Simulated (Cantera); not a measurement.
Input: 1 mol SiCl4, 0.017 mol CH4, 20 mol H2, equilibrated at 2473 K and 1.00 bar.

These are equilibrium values from Cantera (NASA tables, ideal gas, pure condensed phases), not measurements of a reactor. Candidate condensed phases: C, C6H6, C7H8, C8H18, Si, SiC; 109 gas species. The tables' values for SiCl, SiCl3 are old estimates; treat these amounts as uncertain. Gases not in the tables: Si2H6 and higher silanes. Kinetics and transport are ignored.

Base state: H2 0.822, HCl 0.120, SiCl2 0.0265, H 0.0202, Si 0.00387, SiCl 0.00240, Cl 0.00210, SiH 0.000966 (mole fractions); condensed: Si(l).

Task: What changes in the equilibrium state with this change: temperature from 2473 K to 1373.15 K?

Result: 
```json
[
 {"species": "H2", "before": "0.822", "after": "0.893"},
 {"species": "HCl", "before": "0.120", "after": "0.0652"},
 {"species": "SiCl2", "before": "0.0265", "after": "0.0137"},
 {"species": "H", "before": "0.0202", "after": "3.15e-6"},
 {"species": "SiCl4", "before": "1.10e-6", "after": "0.0112"},
 {"species": "Si", "before": "0.00387", "after": "<1e-9"},
 {"species": "SiH", "before": "0.000966", "after": "2.09e-9"},
 {"species": "Si2C", "before": "0.000342", "after": "<1e-9"},
 {"species": "Si(l), mol", "before": "0.200", "after": "0"},
 {"species": "Si(s), mol", "before": "0", "after": "0.0894"},
 {"species": "SiC(s), mol", "before": "0", "after": "0.0166"}
]
```
Mutual solubility and eutectic melting of coexisting phases are not modelled. The tables' values for SiCl3 are old estimates; treat these amounts as uncertain.
